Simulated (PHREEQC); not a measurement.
Dissolve 20 mmol/kgw CsOH and 11 mmol/kgw K3PO4 at 15 °C. Closed to the air; pH follows from the charge balance.

All values are PHREEQC results (ion-association model, wateq4f.dat), not measurements.

No solid was allowed to form.

Question: Predict the pH, ionic strength.

Answer: pH 12.58; ionic strength 0.0817 mol/kgw.

Question: In which forms is P present?

Answer: PO4-3 81 %, HPO4-2 19 % of the P.

H3PO4, which wateq4f.dat lacks, is added to it with the constant of phreeqc.dat.
